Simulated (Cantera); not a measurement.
An isothermal plug-flow reactor at 525 K and 1.80 bar (inlet), inlet velocity 1.6 m/s, active area per volume 8500 1/m; feed H2 : O2 : N2 = 0.0052 : 0.029 : 0.79 (molar parts).

Computed with Cantera and Deutschmann's 1995 Pt surface mechanism with GRI-Mech 3.0 gas chemistry. Catalytic surfaces can have several steady states; this one follows from the mechanism file's or the stated starting coverage. Mass transfer to the wall is taken as infinitely fast.

Task: Predict: x(H2) at z = 0.0037 m; x(O2) at z = 0.0037 m; x(H2O) at z = 0.0037 m; θ(free Pt) at the exit; θ(O*) at the exit; θ(OH*) at the exit.

Result: 
| Quantity | Result |
|---|---|
| x(H2) at z = 0.0037 m | 3.88e-5 |
| x(O2) at z = 0.0037 m | 0.0322 |
| x(H2O) at z = 0.0037 m | 0.00629 |
| θ(free Pt) at the exit | 0.00183 |
| θ(O*) at the exit | 0.994 |
| θ(OH*) at the exit | 0.00427 |
